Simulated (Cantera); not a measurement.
Ignition delay

Mixture: 2.36 % CH4, 0.638 % C2H6, 1.32 % C3H8, 19.4 % O2, 73.0 % N2, 3.31 % H2O, at 1.00 atm, adiabatic and at constant pressure. Ignition delay is the time to a rise of 400 K.

Computed with Cantera and GRI-Mech 3.0 (53 species, 325 reactions). GRI-Mech 3.0 was tuned for natural gas; its chemistry of propane as a main component is partial and can be far from experiment.

| T0 (K) | delay (ms) |
|---|---|
| 1000 | 94.4 |
| 1100 | 16.1 |
| 1200 | 3.11 |
| 1300 | 0.730 |
| 1400 | 0.222 |
| 1500 | 0.0866 |
| 1600 | 0.0418 |
| 1700 | 0.0237 |

```
Quantity                                                Result
--------------------------------------------------  ----------
apparent activation energy between 1500 and 1700 K  140 kJ/mol
```
